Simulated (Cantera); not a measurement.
A Cantera script and what it prints.

```python
import numpy as np
import cantera as ct

gas_names = """
    B BH BH2 BH3 BN BO BO2 B2 B2O B2O2 B2O3 B3O3H3 H HBO HBO2 HNO HNO2 HNO3 HO2 H2 H2O H2O2 H3B3O6 N NH
    NH2 NH3 NH2OH NO NO2 NO3 N2 N2H2 N2H4 N2O O OH O2 O3
""".split()
cond_names = """
    B(b) B(L) BN(s) B2O3(L) B3O3H3(cr) H2O(s) H2O(L)
""".split()


def load(file, names, dense=False):
    # The tables refer to 1 bar. Condensed volumes are neglected.
    table = {s.name: s for s in ct.Species.list_from_file(file)}
    out = []
    for n in names:
        d = dict(table[n].input_data)
        d["thermo"] = dict(d["thermo"], **{"reference-pressure": 1e5})
        if dense:
            d["equation-of-state"] = {"model": "constant-volume", "density": "1e6 g/cm^3"}
        out.append(ct.Species.from_dict(d))
    return out


gas = ct.Solution(thermo="ideal-gas", species=load("nasa_gas.yaml", gas_names))
cond = {s.name: ct.Solution(thermo="fixed-stoichiometry", species=[s], name=s.name)
        for s in load("nasa_condensed.yaml", cond_names, dense=True)}
atoms = {
    'BN': {'B': 1, 'N': 1},
    'O2': {'O': 2},
    'N2': {'N': 2},
    'H2O': {'H': 2, 'O': 1},
}
top_T = {'BN(s)': 3200}  # K; cautious upper limits of use, not melting points


def equilibrate(T, P, feed):
    n = {}
    for name, mol in feed.items():
        for a, k in atoms[name].items():
            n[a] = n.get(a, 0.0) + k * mol
    gas.TPX = T, P, n
    mass = sum(n.values()) * gas.mean_molecular_weight
    gas.equilibrate("TP")
    valid = [c for c in cond.values() if c.min_temp <= T <= top_T.get(c.name, c.max_temp)]
    mix = ct.Mixture([(gas, mass / gas.mean_molecular_weight)] + [(c, 0.0) for c in valid])
    mix.T, mix.P = T, P
    mix.equilibrate("TP", solver="vcs", rtol=1e-11, max_steps=5000)
    return mix


results = []
feed = {'BN': 1, 'O2': 0.52, 'N2': 71, 'H2O': 0.99}  # mol
T = 2048.15  # K
P = 2.1  # Pa
mix = equilibrate(T, P, feed)
results.append((T, P, feed, dict(zip(mix.species_names, mix.species_moles))))
print(gas.report(threshold=1e-06))
for i in range(1, mix.n_phases):
    print(f"{mix.phase(i).name:16s} {mix.phase_moles(i):12.5e} mol")
```

It prints:

```
       temperature   2048.2 K
          pressure   2.1 Pa
           density   3.3863e-06 kg/m^3
  mean mol. weight   27.46 kg/kmol
   phase of matter   gas

                          1 kg             1 kmol
                     ---------------   ---------------
          enthalpy        2.2109e+06        6.0711e+07  J
   internal energy        1.5907e+06        4.3682e+07  J
           entropy             12486        3.4287e+05  J/K
    Gibbs function       -2.3362e+07       -6.4153e+08  J
 heat capacity c_p            1308.2             35925  J/K
 heat capacity c_v            1005.5             27610  J/K

                      mass frac. Y      mole frac. X     chem. pot. / RT
                     ---------------   ---------------   ---------------
                BO          0.006861         0.0070277           -44.276
               BO2         0.0045166         0.0028973           -67.752
              B2O2        5.3172e-06        2.7232e-06           -88.551
              B2O3         0.0020361        0.00080315           -112.03
                 H         0.0007281          0.019835           -18.369
               HBO         4.255e-05        4.2004e-05           -62.645
              HBO2         0.0029163         0.0018277           -86.121
                H2        0.00012073         0.0016445           -36.738
               H2O        0.00030701        0.00046797           -60.214
                NO        0.00058586        0.00053616           -42.394
                N2           0.97762           0.95829           -37.835
                 O         0.0031198         0.0053548           -23.477
                OH        0.00038081        0.00061487           -41.846
                O2        0.00076133        0.00065336           -46.953
     [  +25 minor]        1.9503e-07        3.8125e-07

B(b)              0.00000e+00 mol
BN(s)             0.00000e+00 mol
B2O3(L)           0.00000e+00 mol
```

Equilibrium computed with Cantera from the NASA thermochemical tables; the gas is ideal and each condensed phase is pure.
